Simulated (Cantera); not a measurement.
Equilibrium for silicon carbide growth: CH3SiCl3 + C2H2 + H2

Feed: 1 mol CH3SiCl3, 0.1 mol C2H2, 810 mol H2, equilibrated at 13.3 mbar.

Equilibrium computed with Cantera from the NASA thermochemical tables; the gas is ideal and each condensed phase is pure. Candidate condensed phases: C, C6H6, C7H8, C8H18, Si, SiC; 109 gas species. The feed counts by its element totals alone. Gases not in the tables: Si2H6 and higher silanes. Rates play no part.

From 1725 °C to 1800 °C the condensed part is SiC(s). From 1875 °C to 2250 °C nothing is condensed. The main Si-bearing gas is Si throughout.

| T (°C) | x H2 | x H | x HCl | x Si | x C2H2 (acetylene) | x Cl | x SiH | n SiC(s) |
|---|---|---|---|---|---|---|---|---|
| 1725 | 0.982 | 0.0138 | 0.00362 | 0.000282 | 0.000282 | 3.78e-5 | 2.20e-5 | 0.721 |
| 1800 | 0.972 | 0.0225 | 0.00357 | 0.000781 | 0.000553 | 6.09e-5 | 5.11e-5 | 0.227 |
| 1875 | 0.959 | 0.0354 | 0.00352 | 0.00105 | 0.000679 | 9.48e-5 | 5.83e-5 | 0 |
| 1950 | 0.941 | 0.0538 | 0.00344 | 0.00108 | 0.000680 | 0.000143 | 5.12e-5 | 0 |
| 2025 | 0.915 | 0.0794 | 0.00333 | 0.00109 | 0.000675 | 0.000208 | 4.44e-5 | 0 |
| 2100 | 0.881 | 0.114 | 0.00318 | 0.00109 | 0.000663 | 0.000293 | 3.81e-5 | 0 |
| 2175 | 0.837 | 0.158 | 0.00299 | 0.00107 | 0.000645 | 0.000400 | 3.24e-5 | 0 |
| 2250 | 0.782 | 0.213 | 0.00276 | 0.00105 | 0.000620 | 0.000530 | 2.73e-5 | 0 |
x: gas mole fraction; n: condensed amount in mol.
